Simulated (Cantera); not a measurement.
A closed system holds: 1 mol n-butane, 0.26 mol NH3, 7.8 mol N2, equilibrated at 600 K.

Method: chemical equilibrium by Gibbs-energy minimisation in Cantera with the NASA 1993 tables (ideal gas, pure condensed phases). Candidate condensed phases: C, C6H6, C7H8, C8H18; 92 gas species. Kinetics and transport are ignored.

Question: At 10.0 Pa, list the 3 most abundant gas species with their mole fractions, and the condensed phases.

Answer: N2 0.596, H2 0.402, CH4 0.00153. Condensed: C(graphite).
